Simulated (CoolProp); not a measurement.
Vapour-liquid equilibrium of R1234yf (1) + R152A (2) at 179.6 K; x and y are mole fractions of (1).

Values from CoolProp's multi-fluid Helmholtz-energy mixture model, Lemmon 2022 and Outcalt 1996; pair parameters Bell 2023.

**Question.** Give the bubble pressure and the first vapour's composition at x = 0.425, 0.5, 0.8. Is there an azeotrope?

**Answer.** x = 0.425: 1.524 kPa, y = 0.546; x = 0.5: 1.566 kPa, y = 0.605; x = 0.8: 1.697 kPa, y = 0.837. No azeotrope shows between x = 0.05 and 0.95.

The pair parameters rest on a limited set of measurements; away from them the model extrapolates.
